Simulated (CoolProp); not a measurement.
A simple Rankine cycle with n-perfluorohexane: condensing at 326.15 K, boiler at 0.373 MPa, turbine inlet 449 K, turbine efficiency 0.8, pump efficiency 0.7, no recuperator. Each further row changes one setting.

Values from CoolProp's reference Helmholtz-energy equation of state, Gao 2022.

```json
[
 {"case": "as stated", "thermal efficiency (%)": "5.9", "net work (kJ/kg)": "11.7", "heat in (kJ/kg)": "199", "turbine exit temperature (K)": "434.6", "volume ratio over the turbine": "4.37"},
 {"case": "condensing temperature 318.15 K", "thermal efficiency (%)": "6.8", "net work (kJ/kg)": "14.1", "heat in (kJ/kg)": "208", "turbine exit temperature (K)": "432.0", "volume ratio over the turbine": "5.82"},
 {"case": "boiler pressure 0.261 MPa", "thermal efficiency (%)": "4.5", "net work (kJ/kg)": "8.99", "heat in (kJ/kg)": "200", "turbine exit temperature (K)": "438.5", "volume ratio over the turbine": "3.01"},
 {"case": "turbine efficiency 0.7", "thermal efficiency (%)": "5.1", "net work (kJ/kg)": "10.2", "heat in (kJ/kg)": "199", "turbine exit temperature (K)": "436.1", "volume ratio over the turbine": "4.38"}
]
```
